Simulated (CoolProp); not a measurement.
Vapour-liquid equilibrium of hydrogen chloride (1) + propane (2) at 1250 kPa; x and y are mole fractions of (1).

Values from CoolProp's multi-fluid Helmholtz-energy mixture model, Thol 2018 and Lemmon 2009; pair parameters Bell 2016.

```
x      bubble temperature (K)  y at the bubble point  dew temperature at overall composition x (K)  liquid density (mol/L)
-----  ----------------------  ---------------------  --------------------------------------------  ----------------------
0.05                    298.7                  0.221                                           ___                   11.40
0.125                   285.6                  0.459                                         303.4                   12.33
0.2                     275.9                  0.606                                         299.8                   13.21
0.275                   269.0                    ___                                         295.9                   14.06
0.35                    264.1                  0.753                                           ___                   14.93
0.425                     ___                  0.793                                         287.7                   15.83
0.5                     257.8                  0.823                                         283.1                   16.81
0.575                   255.7                  0.847                                         278.1                   17.89
0.65                    254.0                  0.868                                         272.6                   19.11
0.725                   252.5                    ___                                         266.5                     ___
0.8                     251.1                  0.912                                         259.9                   22.11
0.875                   249.8                    ___                                           ___                   24.00
0.95                    248.5                  0.972                                         249.3                   26.23
```

Question: Fill in the missing entries.

Answer: 
- 0.05, dew temperature at overall composition x (K): 306.9
- 0.275, y at the bubble point: 0.695
- 0.35, dew temperature at overall composition x (K): 291.9
- 0.425, bubble temperature (K): 260.5
- 0.725, y at the bubble point: 0.890
- 0.725, liquid density (mol/L): 20.50
- 0.875, y at the bubble point: 0.939
- 0.875, dew temperature at overall composition x (K): 253.5

No azeotrope shows between x = 0.05 and 0.95.

Pair parameters are fitted to limited data, so mixtures are less certain than the pure fluids.
